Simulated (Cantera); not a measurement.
Feed: 1 mol Si, 0.0059 mol O2, 45 mol H2, equilibrated at 1752 °C and 101000 Pa.

These are equilibrium values from Cantera (NASA tables, ideal gas, pure condensed phases), not measurements of a reactor. Candidate condensed phases: H2O, Si, SiO2; 18 gas species. Gases not in the tables: Si2H6 and higher silanes. Equilibrium is a limit: real reactors are often held back by kinetics, nucleation or transport.

Base state: H2 0.998, H 0.00191, SiO 0.000262, SiH2 0.000122, Si 5.75e-5, SiH 3.70e-5 (mole fractions); condensed: Si(l).

Question: What changes in the equilibrium state with this change: temperature from 1752 °C to 1327 °C?

Answer: 
```json
[
 {"species": "H2", "before": "0.998", "after": "1.000"},
 {"species": "SiO", "before": "0.000262", "after": "0.000261"},
 {"species": "H", "before": "0.00191", "after": "5.40e-5"},
 {"species": "SiH2", "before": "0.000122", "after": "5.00e-6"},
 {"species": "Si", "before": "5.75e-5", "after": "9.62e-8"},
 {"species": "SiH", "before": "3.70e-5", "after": "2.11e-7"},
 {"species": "Si(l), mol", "before": "0.978", "after": "0"},
 {"species": "Si(s), mol", "before": "0", "after": "0.988"}
]
```
